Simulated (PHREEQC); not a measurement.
A column of 1 m (40 cells, dispersivity 0.035 m, 300 s a shift, diffusion coefficient 3e-10 m²/s) holds 0.019 eq of the database's cation exchanger X per kg of pore water, first in equilibrium with 0.00038 mol ZnSO4, 0.0031 mol NaCl and 1e-05 mol HCl per kg of water. It is flushed with 0.0059 mol MnCl2, 0.0004 mol CdCl2 and 1e-05 mol HCl per kg of water, at 25 °C. Values are for the last cell. The system is closed to CO2. Nothing may precipitate in this run.

The series has 31 steps of pore volumes, from 0 to 6.013.

All values are PHREEQC results (ion-association model, phreeqc.dat), not measurements.

After how many pore volumes does Mn at the outlet first reach half of its feed value?

By 2.2 pore volumes.

After how many pore volumes does Cd at the outlet first reach half of its feed value?

By 2.4 pore volumes.
